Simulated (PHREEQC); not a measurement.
Dissolve 0.047 mol HF, 0.0035 mol NH4F and 0.016 mol (NH4)2SiF6 per kg of water at 25 °C. Closed to the air; pH follows from the charge balance.

All values are PHREEQC results (ion-association model, phreeqc.dat), not measurements.

The pH comes out as 2.35, the ionic strength is 0.0568 mol/kgw and the density comes out as 0.999 g/cm³. The total alkalinity is -111 meq/kg.

```tsv
species	molality	activity	log γ
HF	0.0405	0.0411	0.006
NH4+	0.0355	0.0281	-0.102
SiF6-2	0.0160	0.00716	-0.349
F-	0.00760	0.00610	-0.095
H+	0.00529	0.00449	-0.071
HF2-	0.00118	0.000962	-0.089
NH3	3.52e-9	3.57e-9	0.006
```

Precipitation was switched off in this run. SiF6-2 is the database's only silicon fluoride.
